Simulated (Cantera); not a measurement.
An isothermal, constant-pressure homogeneous reactor starts with 0.347 % CO, 3.93 % O2, 4.38 % H2O, 91.3 % N2, equivalence ratio 0.044, at 1000 K and 7.40 bar.

Model: GRI-Mech 3.0 (53 species, 325 reactions), integrated in Cantera.

Q: Predict: x(CO) at 5.00 s; x(O2) at 5.00 s; x(H2O) at 5.00 s; x(H2) at 5.00 s; x(CO2) at 5.00 s.

A: 
- x(CO) at 5.00 s = 0.000555 (gas-phase equilibrium <1e-12)
- x(O2) at 5.00 s = 0.0379 (gas-phase equilibrium 0.0376)
- x(H2O) at 5.00 s = 0.0439 (gas-phase equilibrium 0.0439)
- x(H2) at 5.00 s = 6.82e-7 (gas-phase equilibrium 7.32e-12)
- x(CO2) at 5.00 s = 0.00292 (gas-phase equilibrium 0.00348)
